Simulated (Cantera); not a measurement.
An adiabatic, constant-pressure homogeneous reactor starts with CH₄ : C₂H₆ : C₃H₈ : O₂ : N₂ = 1 : 0.14 : 0.18 : 3.08 : 11.6 (molar parts), equivalence ratio 1.1, at 1223 K and 3150 Torr. Integrator tolerance rtol = 1e-08.

Cantera simulation using GRI-Mech 3.0 (53 species, 325 reactions); the numbers are that mechanism's predictions, not measurements. GRI-Mech 3.0 was tuned for natural gas; its chemistry of propane as a main component is partial and can be far from experiment.

Q: What does this change do: initial temperature 1223 to 1725 K?

A: 
```json
[
 {"quantity": "time of steepest temperature rise", "before": "1.18 ms", "after": "10.7 µs"},
 {"quantity": "temperature at 0.100 s", "before": "2744 K", "after": "2953 K"},
 {"quantity": "equilibrium temperature", "before": "2744 K", "after": "2953 K"},
 {"quantity": "x(CH₄) at 0.100 s", "before": "<1e-12 (gas-phase equilibrium <1e-12)", "after": "<1e-12 (gas-phase equilibrium <1e-12)"},
 {"quantity": "x(C₂H₆) at 0.100 s", "before": "<1e-12 (gas-phase equilibrium <1e-12)", "after": "<1e-12 (gas-phase equilibrium <1e-12)"},
 {"quantity": "x(C₃H₈) at 0.100 s", "before": "<1e-12 (gas-phase equilibrium <1e-12)", "after": "<1e-12 (gas-phase equilibrium <1e-12)"},
 {"quantity": "x(C₂H₄) at 0.100 s", "before": "<1e-12 (gas-phase equilibrium <1e-12)", "after": "<1e-12 (gas-phase equilibrium <1e-12)"},
 {"quantity": "x(CH₂O) at 0.100 s", "before": "1.26e-9 (gas-phase equilibrium 1.26e-9)", "after": "2.34e-9 (gas-phase equilibrium 2.34e-9)"},
 {"quantity": "x(CH₂CO) at 0.100 s", "before": "<1e-12 (gas-phase equilibrium <1e-12)", "after": "<1e-12 (gas-phase equilibrium <1e-12)"}
]
```

Q: What does this change do: initial temperature 1223 to 1173 K?

A: 
```json
[
 {"quantity": "time of steepest temperature rise", "before": "1.18 ms", "after": "2.32 ms"},
 {"quantity": "temperature at 0.100 s", "before": "2744 K", "after": "2721 K"},
 {"quantity": "equilibrium temperature", "before": "2744 K", "after": "2721 K"},
 {"quantity": "x(CH₄) at 0.100 s", "before": "<1e-12 (gas-phase equilibrium <1e-12)", "after": "<1e-12 (gas-phase equilibrium <1e-12)"},
 {"quantity": "x(C₂H₆) at 0.100 s", "before": "<1e-12 (gas-phase equilibrium <1e-12)", "after": "<1e-12 (gas-phase equilibrium <1e-12)"},
 {"quantity": "x(C₃H₈) at 0.100 s", "before": "<1e-12 (gas-phase equilibrium <1e-12)", "after": "<1e-12 (gas-phase equilibrium <1e-12)"},
 {"quantity": "x(C₂H₄) at 0.100 s", "before": "<1e-12 (gas-phase equilibrium <1e-12)", "after": "<1e-12 (gas-phase equilibrium <1e-12)"},
 {"quantity": "x(CH₂O) at 0.100 s", "before": "1.26e-9 (gas-phase equilibrium 1.26e-9)", "after": "1.17e-9 (gas-phase equilibrium 1.18e-9)"},
 {"quantity": "x(CH₂CO) at 0.100 s", "before": "<1e-12 (gas-phase equilibrium <1e-12)", "after": "<1e-12 (gas-phase equilibrium <1e-12)"}
]
```
